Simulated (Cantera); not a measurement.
Cantera run, input and output.

```python
import numpy as np
import cantera as ct

gas = ct.Solution("gri30.yaml")
gas.TPX = 1625, 500000, {'CO': 1, 'H2': 0.072, 'CH4': 0.31, 'O2': 1.41, 'N2': 7.47, 'H2O': 0.46}
reactor = ct.IdealGasReactor(gas, energy="on", clone=False)
net = ct.ReactorNet([reactor])
net.rtol, net.atol = 1e-08, 1e-16
show = ['CO', 'H2', 'CH4', 'NO', 'C2H']
times = np.geomspace(9e-06, 6, 12)

steps = ct.SolutionArray(gas, extra=["t"])
rows = []
print(f"{'t/s':>10s}{'T/K':>9s}{'P/Pa':>11s}" + "".join(f"{s:>11s}" for s in show))
for t in times:
    while net.time < t:
        t_next = net.step()
        steps.append(gas.state, t=t_next)
    rows.append([np.interp(t, steps.t, y) for y in (steps.T, steps.P, *steps(*show).X.T)])
    print(f"{t:10.3e}{rows[-1][0]:9.1f}{rows[-1][1]:11.4g}" + "".join(f"{x:11.3e}" for x in rows[-1][2:]))
rate = np.gradient(steps.T, steps.t)
print("integrator steps:", len(steps.t))
if steps.T.max() > steps.T[0] + 200:
    print(f"time of steepest temperature rise: {steps.t[rate.argmax()]:.4e} s")
gas.TPX = 1625, 500000, {'CO': 1, 'H2': 0.072, 'CH4': 0.31, 'O2': 1.41, 'N2': 7.47, 'H2O': 0.46}
gas.equilibrate("UV")
print(f"equilibrium (UV): T = {gas.T:.1f} K  " + "  ".join(f"{s} {gas[s].X[0]:.3e}" for s in show))
```

Output:

```
       t/s      T/K       P/Pa         CO         H2        CH4         NO        C2H
 9.000e-06   1625.1      5e+05  9.325e-02  6.711e-03  2.885e-02  1.508e-12  3.602e-17
 3.046e-05   1633.8  5.027e+05  9.306e-02  6.734e-03  2.732e-02  7.560e-11  3.800e-12
 1.031e-04   2831.5  8.482e+05  3.016e-02  4.414e-03  1.574e-15  1.785e-03  1.830e-19
 3.488e-04   2820.3  8.445e+05  3.009e-02  4.432e-03  1.626e-15  8.248e-03  1.692e-19
 1.180e-03   2811.3  8.416e+05  3.008e-02  4.453e-03  1.670e-15  1.323e-02  1.587e-19
 3.995e-03   2810.7  8.414e+05  3.008e-02  4.455e-03  1.673e-15  1.355e-02  1.581e-19
 1.352e-02   2810.7  8.414e+05  3.008e-02  4.455e-03  1.673e-15  1.355e-02  1.581e-19
 4.575e-02   2810.7  8.414e+05  3.008e-02  4.455e-03  1.673e-15  1.355e-02  1.581e-19
 1.548e-01   2810.7  8.414e+05  3.008e-02  4.455e-03  1.673e-15  1.355e-02  1.581e-19
 5.239e-01   2810.7  8.414e+05  3.008e-02  4.455e-03  1.673e-15  1.355e-02  1.581e-19
 1.773e+00   2810.7  8.414e+05  3.008e-02  4.455e-03  1.673e-15  1.355e-02  1.581e-19
 6.000e+00   2810.7  8.414e+05  3.008e-02  4.455e-03  1.673e-15  1.355e-02  1.581e-19
integrator steps: 1663
time of steepest temperature rise: 5.1352e-05 s
equilibrium (UV): T = 2810.7 K  CO 3.008e-02  H2 4.455e-03  CH4 2.240e-15  NO 1.355e-02  C2H 1.689e-19
```

Cantera simulation using GRI-Mech 3.0 (53 species, 325 reactions); the numbers are that mechanism's predictions, not measurements.
